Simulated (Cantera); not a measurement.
Input: 1 mol Fe₂O₃, 1.1 mol CH₄, 0.47 mol N₂, 6.9 mol CO, held at 30.0 Pa.

These are equilibrium values from Cantera (NASA tables, ideal gas, pure condensed phases), not measurements of a reactor. Candidate condensed phases: C, C₆H₆, C₇H₈, C₈H₁₈, Fe, Fe(CO)₅, FeO, Fe(OH)₂, Fe(OH)₃, Fe₂O₃, Fe₃O₄, H₂O; 140 gas species. Mutual solubility and eutectic melting of coexisting phases are not modelled. The tables' stoichiometric FeO is somewhat more stable than real wüstite, so its field is too wide. FeO: taken at fixed stoichiometry. Kinetics and transport are ignored.

Problem. Which condensed phases are stable at each of these points (T (K)): 1348, 1498, 1648, 1798, 1948, 2098, 2248, 2398, 2548?

Solution. 
```json
[
 {"T (K)": "1348", "condensed phases": "Fe(γ) + FeO(s)", "Fe condensed (%)": "100.0"},
 {"T (K)": "1498", "condensed phases": "Fe(γ) + FeO(s)", "Fe condensed (%)": "99.7"},
 {"T (K)": "1648", "condensed phases": "Fe(γ) + FeO(s)", "Fe condensed (%)": "95.3"},
 {"T (K)": "1798", "condensed phases": "Fe(δ) + FeO(l)", "Fe condensed (%)": "43.2"},
 {"T (K)": "1948", "condensed phases": "gas only", "Fe condensed (%)": "0.0"},
 {"T (K)": "2098", "condensed phases": "gas only", "Fe condensed (%)": "0.0"},
 {"T (K)": "2248", "condensed phases": "gas only", "Fe condensed (%)": "0.0"},
 {"T (K)": "2398", "condensed phases": "gas only", "Fe condensed (%)": "0.0"},
 {"T (K)": "2548", "condensed phases": "gas only", "Fe condensed (%)": "0.0"}
]
```

From 1348 K to 1648 K the condensed part is Fe(γ) + FeO(s). At 1798 K the condensed part is Fe(δ) + FeO(l). From 1948 K to 2548 K nothing is condensed.
